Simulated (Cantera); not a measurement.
A Cantera script and what it prints.

```python
import numpy as np
import cantera as ct

gas_names = """
    HCL CL2 HF
""".split()
cond_names = """
    BaF2(a) BaF2(b,c) BaF2(L) Ba(cr) Ba(L)
""".split()


# ... load() reads the species with a 1 bar reference pressure and builds the phases ...
species = {s.name: s for s in load("nasa_gas.yaml", gas_names) + load("nasa_condensed.yaml", cond_names)}
# Each term lists the table entries of one substance; the one whose range holds T is used.
reactions = {
    'BaF2 + 2 HCl(g) = Cl2(g) + 2 HF(g) + Ba':
        [(-1, ['BaF2(a)', 'BaF2(b,c)', 'BaF2(L)']), (-2, ['HCL']), (1, ['CL2']), (2, ['HF']), (1, ['Ba(cr)', 'Ba(L)'])],
}


def pick(names, T):
    return next(species[n] for n in names if species[n].thermo.min_temp <= T <= species[n].thermo.max_temp)


results = []
for label, terms in reactions.items():
    print(label)
    print("     T/K   dH/kJ  dS/(J/K)   dG/kJ   log10 K")
    for T in [1175, 1225, 1275, 1325, 1375]:
        used = [(nu, pick(names, T)) for nu, names in terms]
        dH = sum(nu * s.thermo.h(T) for nu, s in used) / 1e6
        dS = sum(nu * s.thermo.s(T) for nu, s in used) / 1e3
        dG = dH - T * dS / 1e3
        logK = -dG * 1e6 / (ct.gas_constant * T * np.log(10))
        results.append((label, T, dH, dS, dG, logK, [s.name for _, s in used]))
        print(f"{T:8g} {dH:8.1f} {dS:8.1f} {dG:8.1f} {logK:8.2f}")
```

Result:

```
BaF2 + 2 HCl(g) = Cl2(g) + 2 HF(g) + Ba
     T/K   dH/kJ  dS/(J/K)   dG/kJ   log10 K
    1175    840.6    150.1    664.2   -29.53
    1225    838.0    147.9    656.8   -28.00
    1275    835.2    145.7    649.4   -26.61
    1325    832.3    143.5    642.2   -25.32
    1375    829.5    141.4    635.1   -24.13
```

Source: NASA polynomial tables (part measured, part estimated), evaluated in Cantera. Condensed species are held in their standard states even where they would react or evaporate.
